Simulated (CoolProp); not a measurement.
A closed Brayton cycle with nitrogen: compressor inlet 331.15 K and 1 MPa, high pressure 2.25 MPa, turbine inlet 970 K, compressor efficiency 0.8, turbine efficiency 0.93, recuperator effectiveness 0.8 (on enthalpy, no pinch check). Each further row changes one setting.

Computed with CoolProp (reference Helmholtz-energy equation of state, Span 2000).

```tsv
case	thermal efficiency (%)	net work (kJ/kg)	compressor to turbine work	compressor exit (K)	turbine exit (K)
as stated	30.6	84.4	0.57	438.9	798.4
turbine inlet 920 K	28.9	74.1	0.60	438.9	755.8
compressor inlet 341.15 K	29.7	81.0	0.59	452.1	798.4
high pressure 1.91 MPa	29.0	72.8	0.55	415.2	830.7
recuperator effectiveness 0.5	21.5	84.4	0.57	438.9	798.4
```
